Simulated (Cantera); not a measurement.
Feed: 1 mol CaF₂, 0.1 mol HF, 8.4 mol N₂, held at 75.0 Torr.

Equilibrium computed with Cantera from the NASA thermochemical tables; the gas is ideal and each condensed phase is pure. Candidate condensed phases: Ca, CaF₂; 25 gas species. Equilibrium is a limit: real reactors are often held back by kinetics, nucleation or transport.

What share of the Ca ends up in condensed phases as a function of T (K), at 875, 1075, 1275, 1475, 1675, 1875, 2075?


```tsv
T (K)	Ca condensed (%)	as
875	100.0	CaF₂(s)
1075	100.0	CaF₂(s)
1275	100.0	CaF₂(s)
1475	100.0	CaF₂(s)
1675	99.5	CaF₂(s)
1875	92.4	CaF₂(l)
2075	32.2	CaF₂(l)
```
